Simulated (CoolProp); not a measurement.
Model: reference Helmholtz-energy equation of state, Tillner-Roth 1994, in CoolProp.

Task: Give the vapour pressure (MPa), vapour Z, vapour viscosity (µPa s) of saturated R134a at 286.4, 344.6 K.

Result: 
| T (K) | p (MPa) | vapour Z | vapour viscosity (µPa s) |
|---|---|---|---|
| 286.4 | 0.462 | 0.880 | 11.2 |
| 344.6 | 2.19 | 0.646 | 14.6 |

Viscosity comes from a separate model (Huber 2003), an estimate that may be off by 10 % or more.
